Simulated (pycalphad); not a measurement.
Computed with pycalphad from the COST 507 light-alloy database (1999), at 1 atm. These are 1990s assessments: newer ones move some temperatures and phases. Amounts are mole fractions of atoms. Diffusion is slow at the low end, where real alloys seldom reach equilibrium.

Question: Give the equilibrium state of Mg-94.6Si (at.%) at 575 K.

Answer: diamond (Si), fraction 0.919, with 100 Si at.%; MG2SI, fraction 0.081, with 33.3 Si at.%.

Question: Give the equilibrium state of Mg-94.6Si (at.%) at 1275 K.

Answer: 
```
T = 1275.00 K, P = 101325 Pa, N = 1 mol of atoms
G = -46973 J/mol, H = 26055 J/mol, S = 57.28 J/(mol K)  (SER reference)
chemical potentials (J/mol): Mg -93371, Si -44324
phase             fraction      x(Mg)      x(Si)
DIAMOND_A4          0.8748       none     1.0000
LIQUID              0.1252     0.4315     0.5685
```

Database names, with the compositions (at.%) that they take in these runs: MG2SI: Mg 67 Si 33. DIAMOND_A4 is diamond (Si). An entry "none" or "no" means that the model of the phase leaves that element out.
